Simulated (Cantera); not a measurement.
Input (Python, Cantera):

```python
import numpy as np
import cantera as ct

gas = ct.Solution("gri30.yaml", transport_model="mixture-averaged")
show = ['N2', 'H2O', 'CH4']

rows = []
print(f"{'T/K':>7s}{'rho':>11s}{'cp':>10s}{'mu':>11s}{'lambda':>11s}{'Pr':>7s}" + "".join(f"{'D_' + s:>11s}" for s in show))
for T in [400, 500, 600, 700, 800, 900]:
    gas.TPX = T, 120, {'H2O': 0.94, 'C2H2': 0.66, 'CH3OH': 0.87}
    Pr = gas.cp_mass * gas.viscosity / gas.thermal_conductivity
    D = [gas.mix_diff_coeffs_mole[gas.species_index(s)] for s in show]
    rows.append([gas.density, gas.cp_mass, gas.viscosity, gas.thermal_conductivity, Pr, *D])
    print(f"{T:7g}{gas.density:11.4e}{gas.cp_mass:10.1f}{gas.viscosity:11.4e}"
          f"{gas.thermal_conductivity:11.4e}{Pr:7.3f}" + "".join(f"{d:11.4e}" for d in D))
print("SI units: kg/m3, J/kg/K, Pa s, W/m/K, m2/s")
```

It prints:

```
    T/K        rho        cp         mu     lambda     Pr       D_N2      D_H2O      D_CH4
    400 9.0563e-04    1776.0 1.3570e-05 3.3299e-02  0.724 2.6038e-02 2.4029e-02 2.7275e-02
    500 7.2451e-04    1951.8 1.6895e-05 4.5174e-02  0.730 3.9144e-02 3.7418e-02 4.1366e-02
    600 6.0375e-04    2114.3 2.0104e-05 5.7751e-02  0.736 5.4245e-02 5.3367e-02 5.7698e-02
    700 5.1750e-04    2257.7 2.3187e-05 7.0794e-02  0.739 7.1185e-02 7.1664e-02 7.6087e-02
    800 4.5282e-04    2382.5 2.6146e-05 8.4133e-02  0.740 8.9844e-02 9.2134e-02 9.6390e-02
    900 4.0250e-04    2494.9 2.8988e-05 9.7637e-02  0.741 1.1013e-01 1.1464e-01 1.1849e-01
SI units: kg/m3, J/kg/K, Pa s, W/m/K, m2/s
```

Cantera simulation using GRI-Mech 3.0 (53 species, 325 reactions); the numbers are that mechanism's predictions, not measurements. Polar gases are described roughly by these parameters.
